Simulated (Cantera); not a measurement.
What does this Cantera script print?

```python
import numpy as np
import cantera as ct

gas_names = """
    C CO COS CO2 CS CS2 C2 C2O C3 C3O2 C4 C5 Fe FeC5O5 FeO O O2 O3 S SO SO2 SO3 S2 S2O S8
""".split()
cond_names = """
    C(gr) Fe(a) Fe(c) Fe(d) Fe(L) FeC5O5(L) FeO(s) FeO(L) FeS(a) FeS(b) FeS(c) FeS(L) FeSO4(s) FeS2(s)
    Fe2O3(s) Fe2S3O12(s) Fe3O4(s) S(cr1) S(cr2) S(L)
""".split()


# ... load() reads the species with a 1 bar reference pressure and builds the phases ...
atoms = {
    'FeS': {'Fe': 1, 'S': 1},
    'SO3': {'S': 1, 'O': 3},
    'CO2': {'C': 1, 'O': 2},
}
top_T = {'C(gr)': 4500, 'FeSO4(s)': 950, 'FeS2(s)': 1010, 'Fe2O3(s)': 1830, 'Fe2S3O12(s)': 1100, 'Fe3O4(s)': 1870}  # K; cautious upper limits of use, not melting points


# ... equilibrate(T, P, feed) seeds the gas with the atoms and calls Mixture.equilibrate('TP', solver="vcs", rtol=1e-11, max_steps=5000) ...
results = []
feed = {'FeS': 1, 'SO3': 0.061, 'CO2': 0.25}  # mol
T = 1398.15  # K
for P in [1000, 3500, 13000, 45000, 160000, 560000, 2000000]:
    mix = equilibrate(T, P, feed)
    results.append((T, P, feed, dict(zip(mix.species_names, mix.species_moles))))
    x = sorted(zip(gas.X, gas.species_names), reverse=True)
    print(f"T = {T:g} K  P = {P:g} Pa  gas = {mix.phase_moles(0):.4g} mol")
    print("   x: " + "  ".join(f"{s} {v:.3e}" for v, s in x if v > 1e-05))
    print("   condensed (mol): " + ("  ".join(f"{mix.phase(i).name} {mix.phase_moles(i):.4g}"
          for i in range(1, mix.n_phases) if mix.phase_moles(i) > 1e-12) or "none"))
```

Result:

```
T = 1398.15 K  P = 1000 Pa  gas = 0.3656 mol
   x: CO2 5.294e-01  SO2 1.871e-01  CO 1.534e-01  S2 1.241e-01  SO 3.435e-03  S2O 1.462e-03  COS 1.089e-03  S 4.036e-05
   condensed (mol): FeO(s) 0.1009  FeS(c) 0.8991
T = 1398.15 K  P = 3500 Pa  gas = 0.3549 mol
   x: CO2 5.933e-01  SO2 2.047e-01  CO 1.099e-01  S2 8.680e-02  SO 2.403e-03  S2O 1.600e-03  COS 1.221e-03  S 1.804e-05
   condensed (mol): FeO(s) 0.07569  FeS(c) 0.9243
T = 1398.15 K  P = 13000 Pa  gas = 0.347 mol
   x: CO2 6.437e-01  SO2 2.178e-01  CO 7.540e-02  S2 5.841e-02  S2O 1.702e-03  SO 1.617e-03  COS 1.324e-03
   condensed (mol): FeO(s) 0.05732  FeS(c) 0.9427
T = 1398.15 K  P = 45000 Pa  gas = 0.3419 mol
   x: CO2 6.780e-01  SO2 2.263e-01  CO 5.184e-02  S2 3.961e-02  S2O 1.768e-03  COS 1.395e-03  SO 1.096e-03
   condensed (mol): FeO(s) 0.0455  FeS(c) 0.9545
T = 1398.15 K  P = 160000 Pa  gas = 0.3346 mol
   x: CO2 7.099e-01  SO2 2.242e-01  CO 3.578e-02  S2 2.613e-02  S2O 1.769e-03  COS 1.475e-03  SO 7.162e-04
   condensed (mol): FeS(c) 0.9666  Fe3O4(s) 0.01114
T = 1398.15 K  P = 560000 Pa  gas = 0.3331 mol
   x: CO2 7.239e-01  SO2 2.264e-01  CO 2.498e-02  S2 2.050e-02  S2O 2.027e-03  COS 1.706e-03  SO 4.952e-04
   condensed (mol): FeS(c) 0.9698  Fe3O4(s) 0.01005
T = 1398.15 K  P = 2e+06 Pa  gas = 0.332 mol
   x: CO2 7.339e-01  SO2 2.283e-01  CO 1.725e-02  S2 1.599e-02  S2O 2.322e-03  COS 1.966e-03  SO 3.399e-04
   condensed (mol): FeS(c) 0.9723  Fe3O4(s) 0.009235
```

These are equilibrium values from Cantera (NASA tables, ideal gas, pure condensed phases), not measurements of a reactor. Metal and sulfide melt together well below either melting point, which pure phases cannot show. Mutual solubility and eutectic melting of coexisting phases are not modelled. The tables' stoichiometric FeO is somewhat more stable than real wüstite, so its field is too wide. FeO, FeS: taken at fixed stoichiometry.
